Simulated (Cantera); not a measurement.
Cantera with NASA thermochemical tables; ideal gases at 1 bar, condensed phases pure. Values are per mole of reaction as written; species without (g) are pure solids or liquids, kept so even where they would boil at 1 bar. The tables' values for BOCl are old estimates.

Cl2(g) + B2O3(g) + N2O(g) ⇌ 2 NO(g) + 2 BOCl(g)

| T (K) | ΔH° (kJ) | ΔS° (J/K) | ΔG° (kJ) | log10 K |
|---|---|---|---|---|
| 1798 | 298.7 | 166.8 | -1.2 | 0.04 |
| 1873 | 298.1 | 166.5 | -13.7 | 0.38 |
| 1948 | (withheld) | (withheld) | (withheld) | (withheld) |
| 2023 | (withheld) | (withheld) | (withheld) | (withheld) |
| 2098 | 296.1 | 165.5 | -51.1 | 1.27 |
| 2173 | 295.4 | 165.2 | -63.5 | 1.53 |
| 2248 | 294.7 | 164.8 | -75.9 | 1.76 |
| 2323 | 294.0 | 164.5 | -88.2 | 1.98 |
| 2398 | (withheld) | (withheld) | (withheld) | (withheld) |

Task: Fill in the missing entries.

Result: 
- 1948, ΔH° (kJ): 297.4
- 1948, ΔS° (J/K): 166.1
- 1948, ΔG° (kJ): -26.2
- 1948, log10 K: 0.70
- 2023, ΔH° (kJ): 296.8
- 2023, ΔS° (J/K): 165.8
- 2023, ΔG° (kJ): -38.7
- 2023, log10 K: 1.00
- 2398, ΔH° (kJ): 293.3
- 2398, ΔS° (J/K): 164.2
- 2398, ΔG° (kJ): -100.5
- 2398, log10 K: 2.19
